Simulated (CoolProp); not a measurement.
Vapour-liquid equilibrium of R125 (1) + cyclopropane (2) at 302.6 K; x and y are mole fractions of (1).

Model: multi-fluid Helmholtz-energy mixture model, Lemmon 2005 and Polt 1992; pair parameters Bell 2016, in CoolProp. This equation is an older, rougher fit; its heat capacities, sound speeds and derivatives of the liquid may be far off and weren't checked against measurements.

```json
[
 {"x": "0.05", "bubble pressure, mixture model (bar)": "?", "bubble pressure, Raoult's law (bar)": "8.521", "y, mixture model": "?", "y, Raoult's law": "0.091"},
 {"x": "0.2", "bubble pressure, mixture model (bar)": "?", "bubble pressure, Raoult's law (bar)": "9.617", "y, mixture model": "0.415", "y, Raoult's law": "0.322"},
 {"x": "0.35", "bubble pressure, mixture model (bar)": "14.25", "bubble pressure, Raoult's law (bar)": "10.71", "y, mixture model": "?", "y, Raoult's law": "0.505"},
 {"x": "0.5", "bubble pressure, mixture model (bar)": "15.21", "bubble pressure, Raoult's law (bar)": "11.81", "y, mixture model": "?", "y, Raoult's law": "0.655"},
 {"x": "0.65", "bubble pressure, mixture model (bar)": "15.80", "bubble pressure, Raoult's law (bar)": "12.91", "y, mixture model": "?", "y, Raoult's law": "0.779"},
 {"x": "0.8", "bubble pressure, mixture model (bar)": "16.02", "bubble pressure, Raoult's law (bar)": "14.00", "y, mixture model": "?", "y, Raoult's law": "0.884"},
 {"x": "0.95", "bubble pressure, mixture model (bar)": "15.71", "bubble pressure, Raoult's law (bar)": "15.10", "y, mixture model": "?", "y, Raoult's law": "0.973"}
]
```

Question: Complete the blanks.

Answer: 
- 0.05, bubble pressure, mixture model (bar): 9.693
- 0.05, y, mixture model: 0.175
- 0.2, bubble pressure, mixture model (bar): 12.68
- 0.35, y, mixture model: 0.526
- 0.5, y, mixture model: 0.608
- 0.65, y, mixture model: 0.693
- 0.8, y, mixture model: 0.799
- 0.95, y, mixture model: 0.941

The largest gap from Raoult's law is +33.1 % in bubble pressure, at x = 0.35. y crosses x between x = 0.65 and 0.8: the model has an azeotrope there.

The pair parameters rest on a limited set of measurements; away from them the model extrapolates.
